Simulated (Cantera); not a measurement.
A Cantera script and what it prints.

```python
import numpy as np
import cantera as ct

gas_names = """
    H H2 Si SiH SiH2 SiH3 SiH4 Si2 Si3
""".split()
cond_names = """
    Si(cr) Si(L)
""".split()


# ... load() reads the species with a 1 bar reference pressure and builds the phases ...
atoms = {
    'Si': {'Si': 1},
    'H2': {'H': 2},
}
top_T = {}  # K; cautious upper limits of use, not melting points


# ... equilibrate(T, P, feed) seeds the gas with the atoms and calls Mixture.equilibrate('TP', solver="vcs", rtol=1e-11, max_steps=5000) ...
results = []
feed = {'Si': 1, 'H2': 2.5}  # mol
P = 10000  # Pa
for T in [998, 1073, 1148, 1223, 1298, 1373, 1448, 1523, 1598, 1673, 1748]:
    mix = equilibrate(T, P, feed)
    results.append((T, P, feed, dict(zip(mix.species_names, mix.species_moles))))
    x = sorted(zip(gas.X, gas.species_names), reverse=True)
    print(f"T = {T:g} K  P = {P:g} Pa  gas = {mix.phase_moles(0):.4g} mol")
    print("   x: " + "  ".join(f"{s} {v:.3e}" for v, s in x if v > 1e-05))
    print("   condensed (mol): " + ("  ".join(f"{mix.phase(i).name} {mix.phase_moles(i):.4g}"
          for i in range(1, mix.n_phases) if mix.phase_moles(i) > 1e-12) or "none"))
```

Result:

```
T = 998 K  P = 10000 Pa  gas = 2.5 mol
   x: H2 1.000e+00
   condensed (mol): Si(cr) 1
T = 1073 K  P = 10000 Pa  gas = 2.5 mol
   x: H2 1.000e+00
   condensed (mol): Si(cr) 1
T = 1148 K  P = 10000 Pa  gas = 2.5 mol
   x: H2 1.000e+00
   condensed (mol): Si(cr) 1
T = 1223 K  P = 10000 Pa  gas = 2.5 mol
   x: H2 1.000e+00
   condensed (mol): Si(cr) 1
T = 1298 K  P = 10000 Pa  gas = 2.5 mol
   x: H2 1.000e+00
   condensed (mol): Si(cr) 1
T = 1373 K  P = 10000 Pa  gas = 2.5 mol
   x: H2 1.000e+00  H 1.053e-05
   condensed (mol): Si(cr) 1
T = 1448 K  P = 10000 Pa  gas = 2.5 mol
   x: H2 1.000e+00  H 2.915e-05
   condensed (mol): Si(cr) 1
T = 1523 K  P = 10000 Pa  gas = 2.5 mol
   x: H2 9.999e-01  H 7.308e-05
   condensed (mol): Si(cr) 1
T = 1598 K  P = 10000 Pa  gas = 2.5 mol
   x: H2 9.998e-01  H 1.683e-04
   condensed (mol): Si(cr) 1
T = 1673 K  P = 10000 Pa  gas = 2.5 mol
   x: H2 9.996e-01  H 3.601e-04  SiH2 1.101e-05
   condensed (mol): Si(cr) 1
T = 1748 K  P = 10000 Pa  gas = 2.501 mol
   x: H2 9.992e-01  H 7.222e-04  SiH2 2.051e-05  Si 1.455e-05
   condensed (mol): Si(L) 0.9999
```

Cantera equilibrium calculation (NASA polynomials, part measured and part estimated; ideal gas, pure solids and liquids). Gases not in the tables: Si2H6 and higher silanes.
